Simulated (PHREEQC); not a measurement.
PHREEQC input (ion-association model, phreeqc.dat):

```
SOLUTION 0
  temp 15
  units mmol/kgw
  pH 7 charge
  Cl 86.01
  Ca 28
  Li 30
  S(6) 0.56
  Na 1.12
  O(0) 1 O2(g) -0.68
SOLUTION 1-30
  temp 15
  units mmol/kgw
  pH 7 charge
  Cl 0.77
  Na 0.76
  S(6) 33
  Mg 33
  O(0) 1 O2(g) -0.68
END
EXCHANGE 1-30
  X 0.15
  -equilibrate 1
END
SELECTED_OUTPUT 1
  -reset false
  -pH true
  -pe true
  -ionic_strength true
  -water true
  -step true
  -totals Ca Cl Li Mg Na S S(-2) S(6)
  -molalities CaX2 MgX2 NaX LiX
  -saturation_indices Gypsum Halite
PRINT
  -reset false
TRANSPORT
  -cells 30
  -shifts 180
  -lengths 0.0166667
  -time_step 3600
  -dispersivities 0.025
  -boundary_conditions flux flux
  -correct_disp true
  -punch_cells 30
  -punch_frequency 6
END
```

Selected output (columns that matter, 16 of 31 rows; pore volumes added in front):

```
pore volumes	pH	mu	Ca	Cl	Li	Mg	Na	S	m_CaX2	m_MgX2	m_NaX	m_LiX	si_Gypsum	si_Halite
0	5.3024	0.081956	0	0.00077	0	0.033	0.00076	0.033	0	0.074797	0.00040611	0	-1000	-8.0137
0.4167	5.3018	0.082033	1.3603e-16	0.0010103	1.4815e-06	0.033028	0.00076079	0.032909	5.1216e-16	0.074797	0.0004061	6.4628e-07	-13.94	-7.8953
0.8167	5.2343	0.092398	4.4985e-09	0.027299	0.0021433	0.035057	0.0008386	0.022904	1.5674e-08	0.074375	0.00040496	0.00084522	-6.5717	-6.4237
1.2167	5.1363	0.11112	2.7645e-06	0.06754	0.013178	0.034277	0.00096977	0.0075891	9.3935e-06	0.072417	0.00042576	0.0047207	-4.2463	-5.9731
1.6167	5.0995	0.11575	6.2246e-05	0.082233	0.023202	0.030915	0.0010618	0.0019973	0.00022592	0.070363	0.00046863	0.0083532	-3.4503	-5.849
2.0167	5.091	0.1153	0.00044463	0.085378	0.028129	0.028417	0.0011177	0.00080037	0.001691	0.067906	0.00050198	0.010304	-2.9787	-5.8096
2.4167	5.0895	0.11468	0.0018484	0.085915	0.030029	0.026113	0.0011459	0.00059633	0.0070102	0.062246	0.0005134	0.010974	-2.4805	-5.7956
2.8167	5.0893	0.11446	0.0052812	0.085996	0.030591	0.022405	0.0011543	0.0005652	0.018906	0.050414	0.00050235	0.010859	-2.0433	-5.7919
3.2167	5.0895	0.11447	0.010854	0.086008	0.030607	0.016827	0.0011503	0.00056072	0.035243	0.034344	0.00047682	0.010348	-1.7296	-5.7933
3.6167	5.0896	0.11457	0.016851	0.08601	0.030444	0.010916	0.0011415	0.0005601	0.049654	0.020218	0.00045075	0.0098052	-1.535	-5.7967
4.0167	5.0898	0.11467	0.021497	0.08601	0.030276	0.0063583	0.0011333	0.00056001	0.05909	0.010985	0.00043221	0.0094179	-1.4263	-5.7999
4.4167	5.0899	0.11474	0.024435	0.08601	0.030157	0.0034832	0.0011275	0.00056	0.064423	0.0057724	0.00042116	0.0091877	-1.3689	-5.8022
4.8167	5.09	0.11478	0.026106	0.08601	0.030085	0.0018498	0.0011241	0.00056	0.067266	0.0029959	0.00041509	0.0090612	-1.3391	-5.8035
5.2167	5.09	0.1148	0.027009	0.08601	0.030045	0.0009674	0.0011222	0.00056	0.068749	0.0015477	0.00041186	0.0089941	-1.3238	-5.8043
5.6167	5.09	0.11482	0.027486	0.08601	0.030024	0.00050195	0.0011211	0.00056	0.069517	0.00079797	0.00041016	0.0089591	-1.3159	-5.8047
6.0167	5.09	0.11482	0.027734	0.08601	0.030012	0.00025931	0.0011206	0.00056	0.069914	0.00041087	0.00040929	0.0089409	-1.3118	-5.8049
```

Complexes and solids missing from the database can't appear.
